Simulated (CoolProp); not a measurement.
The numbers come from the reference Helmholtz-energy equation of state, Schroeder 2014 in CoolProp.

### Question
For ethanol, give the phase and the density (kg/m³), Joule-Thomson coefficient (K/MPa), expansivity (1/kK), fugacity coefficient at 620 K and 39.2 bar; 620 K and 94 bar.

### Answer
- 620 K and 39.2 bar: gas; density 38.1, Joule-Thomson coefficient 4.42, expansivity 2.35, fugacity coefficient 0.925
- 620 K and 94 bar: supercritical; density 107, Joule-Thomson coefficient 4.67, expansivity 4.38, fugacity coefficient 0.823
